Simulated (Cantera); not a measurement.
Charge: 1 mol SiF₄, 4 mol NO, equilibrated at 0.350 bar.

Cantera equilibrium calculation (NASA polynomials, part measured and part estimated; ideal gas, pure solids and liquids). Candidate condensed phases: Si, SiO₂, Si₂N₂O, Si₃N₄; 28 gas species. Rates play no part. All values below are at 1748 K.

Base state: N₂ 0.398, O₂ 0.398, SiF₄ 0.200, NO 0.00339, O 7.82e-5, F 1.28e-5 (mole fractions); condensed: gas only.

**Question.** What changes in the equilibrium state with this change: SiF₄ replaced by Si₂H₆?

**Answer.** 
```
species                before     after
--------------------  -------  --------
H₂                          0     0.598
N₂                      0.398     0.399
SiO                     <1e-9   0.00115
O₂                      0.398     <1e-9
SiF₄                    0.200         0
NO                    0.00339     <1e-9
H₂O                         0   0.00115
H                           0  0.000299
SiO₂(condensed), mol        0      1.99
```
The feed counts by its element totals alone. The tables hold silica as quartz up to 1696 K and as liquid above; real silica turns to tridymite and cristobalite and melts near 1996 K. Further candidate phases: H₂O.

**Question.** What changes in the equilibrium state with this change: 0.14 mol H₂O added?

**Answer.** 
```json
[
 {"species": "N₂", "before": "0.398", "after": "0.382"},
 {"species": "O₂", "before": "0.398", "after": "0.382"},
 {"species": "SiF₄", "before": "0.200", "after": "0.179"},
 {"species": "HF", "before": "0", "after": "0.0527"},
 {"species": "H₂O", "before": "0", "after": "0.000497"},
 {"species": "OH", "before": "0", "after": "5.31e-5"},
 {"species": "NO", "before": "0.00339", "after": "0.00326"},
 {"species": "SiO₂(condensed), mol", "before": "0", "after": "0.0686"}
]
```
The tables hold silica as quartz up to 1696 K and as liquid above; real silica turns to tridymite and cristobalite and melts near 1996 K. Further candidate phases: H₂O.
